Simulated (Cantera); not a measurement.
A closed system holds: 1 mol SiH₂Cl₂, 0.017 mol C₂H₄, a varied amount of H₂, equilibrated at 2373 K and 0.930 bar.

Cantera equilibrium calculation (NASA polynomials, part measured and part estimated; ideal gas, pure solids and liquids). Candidate condensed phases: C, C₆H₆, C₇H₈, C₈H₁₈, Si, SiC; 109 gas species. Mutual solubility and eutectic melting of coexisting phases are not modelled. The tables' values for SiCl are old estimates; treat these amounts as uncertain. Gases not in the tables: Si₂H₆ and higher silanes. Equilibrium is a limit: real reactors are often held back by kinetics, nucleation or transport.

log p: log10 of the partial pressure in bar; n: condensed amount in mol.

| n(H₂) (mol) | log p H₂ | log p HCl | log p H | log p SiCl₂ | log p Si | n Si(l) | n SiC(s) |
|---|---|---|---|---|---|---|---|
| 43 | -0.06 | -1.45 | -1.88 | -2.63 | -2.76 | 0.696 | 0.00673 |
| 71 | -0.05 | -1.64 | -1.88 | -3.02 | -2.76 | 0.645 | 0 |
| 98 | -0.05 | -1.77 | -1.88 | -3.28 | -2.76 | ___ | 0 |
| 130 | -0.05 | -1.88 | -1.88 | -3.51 | -2.76 | ___ | 0 |
| 150 | -0.04 | -1.94 | -1.88 | -3.63 | -2.76 | ___ | 0 |
| 180 | -0.04 | -2.02 | -1.88 | -3.78 | -2.76 | ___ | 0 |
| 210 | -0.04 | -2.08 | -1.88 | -3.91 | -2.76 | ___ | 0 |
| 240 | -0.04 | -2.14 | -1.88 | -4.02 | -2.76 | ___ | 0 |
| 260 | -0.04 | -2.17 | -1.88 | -4.09 | -2.76 | ___ | 0 |
| 290 | -0.04 | -2.22 | -1.88 | -4.19 | -2.77 | 0 | 0 |
| 320 | -0.04 | -2.26 | -1.88 | -4.31 | -2.80 | 0 | 0 |
| 350 | -0.04 | -2.30 | -1.88 | -4.41 | -2.84 | 0 | 0 |

### Question
Complete the blanks.

### Answer

- 98, n Si(l): 0.574
- 130, n Si(l): 0.481
- 150, n Si(l): 0.421
- 180, n Si(l): 0.329
- 210, n Si(l): 0.236
- 240, n Si(l): 0.141
- 260, n Si(l): 0.0783
